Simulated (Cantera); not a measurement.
An adiabatic, constant-volume homogeneous reactor starts with CH4 : O2 : N2 = 1 : 1.54 : 14.6 (molar parts), at 1800 K and 10.0 bar. Integrator tolerance rtol = 1e-08.

Detailed kinetics in Cantera: GRI-Mech 3.0 (53 species, 325 reactions).

Question: What does this change do: initial temperature 1800 to 950 K?

Answer: 
```
quantity                                                              before                                    after
---------------------------------  -----------------------------------------  ---------------------------------------
time of steepest temperature rise                                    33.5 µs                              not reached
temperature at 0.200 s                                                2784 K                                    950 K
equilibrium temperature                                               2784 K                                   2078 K
x(CH4) at 0.200 s                    <1e-12 (gas-phase equilibrium 1.11e-12)  0.0583 (gas-phase equilibrium 5.17e-11)
x(O2) at 0.200 s                   0.000500 (gas-phase equilibrium 0.000500)   0.0898 (gas-phase equilibrium 2.07e-7)
x(C2H6) at 0.200 s                     <1e-12 (gas-phase equilibrium <1e-12)   8.07e-6 (gas-phase equilibrium <1e-12)
x(HCN) at 0.200 s                    3.45e-8 (gas-phase equilibrium 3.45e-8)   <1e-12 (gas-phase equilibrium 4.76e-8)
x(C2H) at 0.200 s                      <1e-12 (gas-phase equilibrium <1e-12)    <1e-12 (gas-phase equilibrium <1e-12)
x(HCO) at 0.200 s                    1.51e-7 (gas-phase equilibrium 1.51e-7)   <1e-12 (gas-phase equilibrium 1.75e-8)
```
Below about 1000 K GRI-Mech 3.0 lacks low-temperature oxidation paths.

Question: What does this change do: initial temperature 1800 to 1425 K?

Answer: 
```csv
quantity,before,after
time of steepest temperature rise,33.5 µs,1.08 ms
temperature at 0.200 s,2784 K,2491 K
equilibrium temperature,2784 K,2491 K
x(CH4) at 0.200 s,<1e-12 (gas-phase equilibrium 1.11e-12),3.05e-12 (gas-phase equilibrium 3.44e-12)
x(O2) at 0.200 s,0.000500 (gas-phase equilibrium 0.000500),3.87e-5 (gas-phase equilibrium 3.87e-5)
x(C2H6) at 0.200 s,<1e-12 (gas-phase equilibrium <1e-12),<1e-12 (gas-phase equilibrium <1e-12)
x(HCN) at 0.200 s,3.45e-8 (gas-phase equilibrium 3.45e-8),3.42e-8 (gas-phase equilibrium 3.42e-8)
x(C2H) at 0.200 s,<1e-12 (gas-phase equilibrium <1e-12),<1e-12 (gas-phase equilibrium <1e-12)
x(HCO) at 0.200 s,1.51e-7 (gas-phase equilibrium 1.51e-7),6.84e-8 (gas-phase equilibrium 6.84e-8)
```

Question: What does this change do: constant pressure in place of constant volume?

Answer: 
```json
[
 {"quantity": "time of steepest temperature rise", "before": "33.5 µs", "after": "36.5 µs"},
 {"quantity": "temperature at 0.200 s", "before": "2784 K", "after": "2597 K"},
 {"quantity": "equilibrium temperature", "before": "2784 K", "after": "2597 K"},
 {"quantity": "x(CH4) at 0.200 s", "before": "<1e-12 (gas-phase equilibrium 1.11e-12)", "after": "<1e-12 (gas-phase equilibrium <1e-12)"},
 {"quantity": "x(O2) at 0.200 s", "before": "0.000500 (gas-phase equilibrium 0.000500)", "after": "0.000181 (gas-phase equilibrium 0.000181)"},
 {"quantity": "x(C2H6) at 0.200 s", "before": "<1e-12 (gas-phase equilibrium <1e-12)", "after": "<1e-12 (gas-phase equilibrium <1e-12)"},
 {"quantity": "x(HCN) at 0.200 s", "before": "3.45e-8 (gas-phase equilibrium 3.45e-8)", "after": "1.97e-8 (gas-phase equilibrium 1.97e-8)"},
 {"quantity": "x(C2H) at 0.200 s", "before": "<1e-12 (gas-phase equilibrium <1e-12)", "after": "<1e-12 (gas-phase equilibrium <1e-12)"},
 {"quantity": "x(HCO) at 0.200 s", "before": "1.51e-7 (gas-phase equilibrium 1.51e-7)", "after": "7.05e-8 (gas-phase equilibrium 7.05e-8)"}
]
```
